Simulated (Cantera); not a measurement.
A freely propagating, adiabatic, planar premixed flame of CH4 : O2 : N2 : H2O = 1 : 1.43 : 4.71 : 0.38 (molar parts), equivalence ratio 1.4, unburnt at 373 K and 1.00 bar; mixture-averaged transport, grid criteria slope 0.08 and curve 0.16, no radiation.

Computed with Cantera and GRI-Mech 3.0 (53 species, 325 reactions). Burning velocities carry a grid error of a few per cent, more on coarse grids.

Q: Predict: laminar burning velocity; thermal thickness; peak x(CO); peak x(HO2); peak x(H2O2).

A: 
```
Quantity                      Value
------------------------  ---------
laminar burning velocity  25.8 cm/s
thermal thickness          0.760 mm
peak x(CO)                   0.0773
peak x(HO2)                 8.06e-5
peak x(H2O2)                1.90e-5
```
